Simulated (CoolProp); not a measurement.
Vapour-liquid equilibrium of CHF3 (R23) (1) + R22 (2) at 8.2 kPa; x and y are mole fractions of (1).

Computed with CoolProp (multi-fluid Helmholtz-energy mixture model, Penoncello 2003 and Kamei 1995; pair parameters Bell 2016).

Give the bubble temperature and the first vapour's composition at x = 0.05, 0.2, 0.65. Is there an azeotrope?

x = 0.05: -91.2 °C, y = 0.495; x = 0.2: -102.9 °C, y = 0.849; x = 0.65: -113.0 °C, y = 0.971. No azeotrope shows between x = 0.05 and 0.95.

The pair parameters rest on a limited set of measurements; away from them the model extrapolates.
